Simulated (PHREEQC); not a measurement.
Solution (20 °C): 0.022 mol/kgw SrCl2 and 0.00014 mol/kgw CO2. Closed to the air; pH follows from the charge balance.

The numbers come from PHREEQC with the ion-association model, phreeqc.dat.

Task: The ionic strength comes out as 0.0660 mol/kgw. What activity coefficients do HCO3-, H+, SrHCO3+, Sr+2, Cl- get?

Result: HCO3- 0.81, H+ 0.84, SrHCO3+ 0.81, Sr+2 0.44, Cl- 0.80.

Precipitation was switched off in this run. Complexes and solids missing from the database can't appear.
